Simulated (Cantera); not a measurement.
A freely propagating, adiabatic, planar premixed flame of 12.0 % CH4, 18.5 % O2, 69.5 % N2, unburnt at 550 K and 1800 Torr; mixture-averaged transport, grid criteria slope 0.08 and curve 0.16, no radiation.

Model: GRI-Mech 3.0 (53 species, 325 reactions), integrated in Cantera. Burning velocities carry a grid error of a few per cent, more on coarse grids.

x: mole fraction of selected species; z is measured from the peak of heat release.

```
z (mm)   T (K)  u (m/s)     x CH4        x O2       x HO2       x HCN        x NO         x H
-------  -----  -------  --------  ----------  ----------  ----------  ----------  ----------
-0.681     551    0.576     0.120       0.185     1.01e-7       <1e-8       <1e-8       <1e-8
-0.454     556    0.585     0.119       0.183     1.19e-6     1.56e-8     2.55e-8       <1e-8
-0.341     576    0.609     0.117       0.181  (withheld)  (withheld)  (withheld)       <1e-8
-0.227     699    0.748     0.107       0.171     3.88e-5     9.67e-7     1.16e-6     1.43e-7
-0.114    1183     1.29    0.0697       0.125    0.000109     7.30e-6     9.82e-6     3.74e-5
-0.0568   1589     1.75    0.0368      0.0798    0.000119     1.58e-5     2.03e-5    0.000381
0         1942     2.16   0.00934      0.0337     4.54e-5     3.00e-5     3.71e-5     0.00215
0.0568    2099     2.34   0.00110      0.0101     7.85e-6     3.88e-5     6.23e-5     0.00453
0.114     2142     2.38  0.000107     0.00299     1.97e-6     3.07e-5     8.55e-5     0.00553
0.227     2167     2.40   1.81e-6    0.000679     6.07e-7     1.37e-5    0.000108     0.00529
0.454     2189     2.42     <1e-8    0.000314     3.10e-7     3.55e-6    0.000121     0.00411
0.908     2210     2.44     <1e-8    0.000148     1.35e-7     6.11e-7    0.000125     0.00279
1.82      2225     2.46     <1e-8  (withheld)  (withheld)  (withheld)    0.000127  (withheld)
```

What belongs in the gaps?


- -0.341, x HO2: 5.60e-6
- -0.341, x HCN: 9.43e-8
- -0.341, x NO: 1.28e-7
- 1.82, x O2: 5.85e-5
- 1.82, x HO2: 4.47e-8
- 1.82, x HCN: 8.96e-8
- 1.82, x H: 0.00174
